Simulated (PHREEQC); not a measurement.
## Copper plating or etch bath: speciation

Make-up at 25 °C: 0.0026 mol/kgw Cu(NO3)2, 0.27 mol/kgw HCl and 0.014 mol/kgw Na2SO4. Closed to the air; pH follows from the charge balance.

Computed with PHREEQC (ion-association model, phreeqc.dat).

```yaml
pH: 0.69
ionic_strength: 0.294 mol/kgw
activity_of_water: 0.990
specific_conductance: 86100 µS/cm
density: 1.004 g/cm³
total_alkalinity: -270 meq/kg
```

```
species  molality  activity   log γ
-------  --------  --------  ------
Cl-         0.270     0.185  -0.163
H+          0.258     0.202  -0.106
Na+        0.0279    0.0204  -0.136
HSO4-      0.0121   0.00888  -0.134
NO3-      0.00520   0.00343  -0.180
Cu+2      0.00208  0.000607  -0.535
SO4-2     0.00179  0.000452  -0.597
CuCl+    0.000439  0.000303  -0.162
NaSO4-    6.40e-5   4.63e-5  -0.141
CuSO4     5.24e-5   5.61e-5   0.029
CuCl2     2.81e-5   3.01e-5   0.029
CuCl3-    2.87e-8   1.98e-8  -0.162
```

Precipitation was switched off in this run.
